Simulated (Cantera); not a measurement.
Charge: 1 mol Fe, 0.46 mol HCl, 0.16 mol H2, held at 1098.15 K and 7.50 Torr.

Equilibrium computed with Cantera from the NASA thermochemical tables; the gas is ideal and each condensed phase is pure. Candidate condensed phases: Fe, FeCl2, FeCl3; 11 gas species. Rates play no part.

Base state: HCl 0.459, H2 0.400, FeCl2 0.141, Fe2Cl4 0.000487, FeCl3 1.31e-5 (mole fractions); condensed: Fe(α).

Question: What changes in the equilibrium state with this change: Fe replaced by Fe3O4?

Answer: 
```
species          before     after
-------------  --------  --------
HCl               0.459     0.602
H2O                   0     0.311
FeCl2             0.141    0.0699
H2                0.400    0.0171
Fe2Cl4         0.000487  0.000120
FeCl3           1.31e-5   4.14e-5
Fe(α), mol        0.912         0
FeO(s), mol           0     0.405
Fe3O4(s), mol         0     0.851
```
Mutual solubility and eutectic melting of coexisting phases are not modelled. The tables' stoichiometric FeO is somewhat more stable than real wüstite, so its field is too wide. FeO: taken at fixed stoichiometry. Further candidate phases: FeO, Fe(OH)2, Fe(OH)3, Fe2O3, Fe3O4, H2O.
